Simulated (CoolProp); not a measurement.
Properties of methane along the isotherm 183.3 K.

Values from CoolProp's reference Helmholtz-energy equation of state, Setzmann 1991.

```
p (kPa)   phase  isothermal compressibility (1/MPa)  Prandtl number  fugacity coefficient
-------  ------  ----------------------------------  --------------  --------------------
1050        gas                               1.056      (withheld)            (withheld)
2090        gas                          (withheld)           0.947                0.8327
3140        gas                              0.5951            1.35                0.7479
4180     liquid                             0.05669            2.59                0.6283
5230     liquid                             0.03387            2.15                0.5226
6270     liquid                             0.02487            1.95                0.4528
7320     liquid                             0.01984            1.84                0.4026
8360     liquid                             0.01664            1.76                0.3656
9410     liquid                             0.01437            1.70                0.3367
10500    liquid                             0.01262            1.66                0.3130
11500    liquid                             0.01137            1.63                0.2955
```

**Question.** What belongs in the gaps?

**Answer.** 
- 1050, Prandtl number: 0.822
- 1050, fugacity coefficient: 0.9155
- 2090, isothermal compressibility (1/MPa): 0.6245

Viscosity comes from a separate model (Quiñones-Cisneros 2006). Thermal conductivity comes from a separate model (Friend 1989).
